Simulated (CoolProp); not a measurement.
Vapour-liquid equilibrium of cis-2-butene (1) + acetone (2) at 397.7 K; x and y are mole fractions of (1).

The numbers come from the multi-fluid Helmholtz-energy mixture model, Lemmon 2005 and Lemmon 2006; pair parameters Bell 2016 in CoolProp.

```csv
x,"bubble pressure, mixture model (MPa)","bubble pressure, Raoult's law (MPa)","y, mixture model","y, Raoult's law"
0.05,0.8168,0.7494,0.190,0.150
0.15,1.085,0.9074,0.416,0.372
0.25,1.314,1.065,0.543,0.528
0.35,1.507,1.223,0.626,0.644
0.45,1.668,1.381,0.687,0.733
0.55,1.805,1.539,0.738,0.804
0.65,1.927,1.697,0.786,0.862
0.75,2.037,1.855,0.835,0.910
0.85,2.136,2.013,0.891,0.950
0.95,2.219,2.171,0.959,0.985
```

The largest gap from Raoult's law is +23.4 % in bubble pressure, at x = 0.25. No azeotrope shows between x = 0.05 and 0.95.

Pair parameters are fitted to limited data, so mixtures are less certain than the pure fluids.
